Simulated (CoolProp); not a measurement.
The fluid at 449.1 K and 0.103 MPa flows at 0.28 m/s in a round tube of 100 mm bore and 45 µm roughness, fully developed (64/Re and Nu = 3.66 if laminar; Colebrook and Gnielinski if turbulent). The same conditions are run with several fluids, on thermodynamics alone (safety and materials aside).

Values from CoolProp's reference Helmholtz-energy equation of state of each fluid (n-heptane: Span 2003; ammonia: Gao 2020; R125: Lemmon 2005; dry air: Lemmon 2000; benzene: Thol 2012). Blends and air are pseudo-pure fits.

**Question.** Rank n-heptane, ammonia, R125, dry air, benzene by Reynolds number, highest first.

**Answer.** n-heptane (9050), benzene (5420), R125 (4920), dry air (891), ammonia (830)

```csv
fluid,Darcy friction factor,pressure drop (Pa/m),heat-transfer coefficient (W/(m² K)),mass flow (kg/h)
n-heptane,0.0324,0.0360,7.77,22.5
ammonia,0.0771,0.0142,1.64,3.73
R125,0.0381,0.0496,4.26,26.3
dry air,0.0718,0.0225,1.34,6.32
benzene,0.0370,0.0318,4.48,17.3
```

Transport values come from each fluid's own correlations.
